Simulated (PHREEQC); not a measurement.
A solution holds 0.0054 mol/kgw NH4HF2, 0.0088 mol/kgw (NH4)2SiF6, 0.046 mol/kgw HBF4 and 0.00061 mol/kgw H2SO4, at 25 °C. Closed to the air; pH follows from the charge balance.

The numbers come from PHREEQC with the ion-association model, wateq4f.dat.

Q: The ionic strength comes out as 0.0730 mol/kgw. What activity coefficients do SiF6-2, HSO4-, H+, HF2-, BF2(OH)2- get?

A: SiF6-2 0.41, HSO4- 0.80, H+ 0.84, HF2- 0.79, BF2(OH)2- 0.77.

Precipitation was switched off in this run. Species that the database lacks are ignored. SiF6-2 is the database's only silicon fluoride. Real BF4- forms and hydrolyses slowly; the run takes it at equilibrium.
